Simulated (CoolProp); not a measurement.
Vapour-liquid equilibrium of R134a (1) + R227EA (2) at 1430 kPa; x and y are mole fractions of (1).

Values from CoolProp's multi-fluid Helmholtz-energy mixture model, Tillner-Roth 1994 and Lemmon 2016; pair parameters Bell 2016.

Give the bubble temperature and the first vapour's composition at x = 0.125, 0.425, 0.875. Is there an azeotrope?

x = 0.125: 338.8 K, y = 0.158; x = 0.425: 333.4 K, y = 0.486; x = 0.875: 327.6 K, y = 0.894. No azeotrope shows between x = 0.05 and 0.95.

Pair parameters are fitted to limited data, so mixtures are less certain than the pure fluids.
